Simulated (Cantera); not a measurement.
Input: 1 mol V2O3, 5.1 mol H2, equilibrated at 1025 K and 0.0100 bar.

These are equilibrium values from Cantera (NASA tables, ideal gas, pure condensed phases), not measurements of a reactor. Candidate condensed phases: H2O, V, VO, V2O3, V2O4, V2O5; 12 gas species. Mutual solubility and eutectic melting of coexisting phases are not modelled. VO: taken at fixed stoichiometry. Condensed phases not in the tables: the oxides between V2O3 and V2O5 other than VO2. The numbers say what is thermodynamically allowed, not how fast it happens.

Base state: H2 1.000, H2O 7.46e-5 (mole fractions); condensed: VO(s) + V2O3(s).

### Question
What changes in the equilibrium state with this change: V2O3 replaced by Al2O3?

### Answer
| species | before | after |
|---|---|---|
| H2 | 1.000 | 1.00 |
| H2O | 7.46e-5 | <1e-9 |
| VO(s), mol | 0.000761 | 0 |
| V2O3(s), mol | 1.000 | 0 |
| Al2O3(s), mol | 0 | 1.00 |
Further candidate phases: Al, Al2O3.
